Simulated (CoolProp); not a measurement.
Computed with CoolProp (reference Helmholtz-energy equation of state, Thol 2021).

### Question
For chlorine, give the phase and the density (kg/m³), cp (kJ/(kg K)) at 234 K and 1.43 MPa; 234 K and 4.29 MPa; 234 K and 7.14 MPa.

### Answer
- 234 K and 1.43 MPa: liquid; density 1580, cp 0.938
- 234 K and 4.29 MPa: liquid; density 1580, cp 0.935
- 234 K and 7.14 MPa: liquid; density 1590, cp 0.932
